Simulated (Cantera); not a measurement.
Source: NASA polynomial tables (part measured, part estimated), evaluated in Cantera. Values are per mole of reaction as written; species without (g) are pure solids or liquids, kept so even where they would boil at 1 bar. TaC: taken at fixed stoichiometry.

3 TaC + 4 NH₃(g) ⇌ 3 Ta + 3 CH₄(g) + 4 N(g)

```json
[
 {"T (K)": "300", "ΔH° (kJ)": "2283.0", "ΔS° (J/K)": "398.6", "ΔG° (kJ)": "2163.4", "log10 K": "-376.67"},
 {"T (K)": "2475", "ΔH° (kJ)": "2304.2", "ΔS° (J/K)": "414.8", "ΔG° (kJ)": "1277.5", "log10 K": "-26.96"},
 {"T (K)": "2575", "ΔH° (kJ)": "[?]", "ΔS° (J/K)": "[?]", "ΔG° (kJ)": "[?]", "log10 K": "[?]"},
 {"T (K)": "2675", "ΔH° (kJ)": "[?]", "ΔS° (J/K)": "[?]", "ΔG° (kJ)": "[?]", "log10 K": "[?]"},
 {"T (K)": "2775", "ΔH° (kJ)": "[?]", "ΔS° (J/K)": "[?]", "ΔG° (kJ)": "[?]", "log10 K": "[?]"},
 {"T (K)": "2875", "ΔH° (kJ)": "2310.7", "ΔS° (J/K)": "417.2", "ΔG° (kJ)": "1111.1", "log10 K": "-20.19"}
]
```

**Question.** Complete the blanks.

**Answer.** 
- 2575, ΔH° (kJ): 2305.7
- 2575, ΔS° (J/K): 415.4
- 2575, ΔG° (kJ): 1236.0
- 2575, log10 K: -25.07
- 2675, ΔH° (kJ): 2307.2
- 2675, ΔS° (J/K): 416.0
- 2675, ΔG° (kJ): 1194.5
- 2675, log10 K: -23.32
- 2775, ΔH° (kJ): 2308.9
- 2775, ΔS° (J/K): 416.6
- 2775, ΔG° (kJ): 1152.8
- 2775, log10 K: -21.70
